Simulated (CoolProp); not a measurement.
Model: reference Helmholtz-energy equation of state, Smukala 2000, in CoolProp.

### Question
Give the vapour pressure (MPa), liquid density (kg/m³), surface tension (mN/m) of saturated ethylene at -33.75, -31.05, -17.55 °C.

### Answer
```
T (°C)  p (MPa)  liquid density (kg/m³)  surface tension (mN/m)
------  -------  ----------------------  ----------------------
-33.75     1.74                     447                    5.27
-31.05     1.88                     441                    4.88
-17.55     2.69                     407                    3.03
```

Surface tension comes from a separate correlation (Mulero 2012).
